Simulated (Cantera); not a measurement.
A closed system holds: 1 mol SiH2Cl2, 5.9 mol NH3, 50 mol N2, equilibrated at 0.0640 bar.

These are equilibrium values from Cantera (NASA tables, ideal gas, pure condensed phases), not measurements of a reactor. Candidate condensed phases: NH4Cl, Si, Si3N4; 28 gas species. The tables' values for SiCl, SiN, SiCl3 are old estimates; treat these amounts as uncertain. Gases not in the tables: Si2H6 and higher silanes. The numbers say what is thermodynamically allowed, not how fast it happens.

x: gas mole fraction; n: condensed amount in mol.

```
T (K)   x N2   x H2   x HCl  x SiCl2       x H      x Si  n Si3N4(s)  n Si(l)
-----  -----  -----  ------  -------  --------  --------  ----------  -------
1700   0.828  0.142  0.0278  0.00186  0.000219   1.01e-6       0.293        0
1750   0.828  0.143  0.0260      ___       ___       ___       0.275        0
1800   0.828  0.143  0.0239  0.00373  0.000536   1.50e-5       0.253        0
1850   0.828  0.144     ___      ___       ___       ___         ___        0
1900   0.828  0.145  0.0194  0.00592   0.00119  0.000167       0.200        0
1950   0.829  0.144  0.0186  0.00613   0.00172  0.000372           0    0.563
2000   0.828  0.143  0.0189  0.00594   0.00243  0.000680           0    0.545
2050   0.827  0.143  0.0190  0.00574   0.00339   0.00121           0    0.509
2100   0.826  0.142  0.0191  0.00553   0.00464   0.00208           0    0.444
```

### Question
Complete the blanks.

### Answer

- 1850, x HCl: 0.0217
- 1850, x SiCl2: 0.00483
- 1850, x H: 0.000809
- 1850, x Si: 5.17e-5
- 1850, n Si3N4(s): 0.228
- 1750, x SiCl2: 0.00272
- 1750, x H: 0.000347
- 1750, x Si: 4.05e-6
